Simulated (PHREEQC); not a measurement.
Make-up at 18 °C: 0.079 mol CuSO4, 0.11 mol H2SO4 and 0.023 mol NaCl per kg of water. Closed to the air; pH follows from the charge balance.

All values are PHREEQC results (ion-association model, wateq4f.dat), not measurements.

No solid was allowed to form.

### Question
Order these S species by the share of S that they hold, largest first: NaSO4-, HSO4-, SO4-2, CuSO4.

### Answer
HSO4- (60 %), SO4-2 (24 %), CuSO4 (15 %), NaSO4- (0.63 %)

The pH is 1.08 and the ionic strength 0.323 mol/kgw. Species that the database lacks are ignored.
